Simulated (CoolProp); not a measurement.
Vapour-liquid equilibrium of fluoroethane (R161) (1) + R134a (2) at 320.8 K; x and y are mole fractions of (1).

The numbers come from the multi-fluid Helmholtz-energy mixture model, Wu 2012 and Tillner-Roth 1994; pair parameters Bell 2016 in CoolProp.

Q: Give the bubble pressure and the first vapour's composition at x = 0.65, 0.75, 0.95. Is there an azeotrope?

A: x = 0.65: 1462 kPa, y = 0.698; x = 0.75: 1509 kPa, y = 0.791; x = 0.95: 1612 kPa, y = 0.961. No azeotrope shows between x = 0.05 and 0.95.

Pair parameters are fitted to limited data, so mixtures are less certain than the pure fluids.
